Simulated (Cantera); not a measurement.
An isothermal, constant-pressure homogeneous reactor starts with N2O : N2 = 1 : 0.16 (molar parts), at 1248 K and 1.01 bar.

Computed with Cantera and GRI-Mech 3.0 (53 species, 325 reactions). GRI-Mech 3.0 was tuned for natural gas; its chemistry of N2O as a main component is partial and can be far from experiment. The mechanism lacks the step 2 NO + O2 → 2 NO2, which can matter for NO2 below about 1400 K. The temperature is held fixed by assumption; the heat of reaction is taken as removed at once.

x: mole fraction; the columns are a selection and need not sum to one.

| t (s) | x N2O | x NO2 | x NO | x N2 | x O2 |
|---|---|---|---|---|---|
| 2.00e-5 | 0.862 | 2.43e-11 | 2.19e-6 | 0.138 | 7.67e-6 |
| 6.91e-5 | 0.862 | 4.69e-10 | 9.65e-6 | 0.138 | 3.37e-5 |
| 0.000239 | 0.862 | … | 3.55e-5 | 0.138 | 0.000124 |
| 0.000825 | 0.861 | … | 0.000125 | 0.139 | 0.000436 |
| 0.00285 | 0.857 | … | 0.000431 | 0.141 | 0.00151 |
| 0.00985 | 0.845 | … | 0.00147 | 0.148 | 0.00517 |
| 0.0340 | 0.806 | … | 0.00487 | 0.172 | 0.0173 |
| 0.118 | 0.688 | … | 0.0148 | 0.244 | 0.0533 |
| 0.406 | 0.428 | … | 0.0351 | 0.403 | 0.134 |
| 1.40 | 0.128 | … | 0.0527 | 0.589 | 0.230 |
| 4.85 | 0.00752 | … | 0.0545 | 0.667 | 0.271 |
| 16.8 | 2.27e-6 | 0.000839 | 0.0542 | 0.672 | 0.273 |
| 57.9 | 7.86e-7 | 0.000838 | 0.0541 | 0.672 | 0.273 |
| 200 | 7.81e-7 | 0.000836 | 0.0540 | 0.672 | 0.274 |

**Question.** Complete the blanks.

**Answer.** 
- 0.000239, x NO2: 6.31e-9
- 0.000825, x NO2: 7.56e-8
- 0.00285, x NO2: 8.24e-7
- 0.00985, x NO2: 7.23e-6
- 0.0340, x NO2: 4.05e-5
- 0.118, x NO2: 0.000144
- 0.406, x NO2: 0.000359
- 1.40, x NO2: 0.000554
- 4.85, x NO2: 0.000659
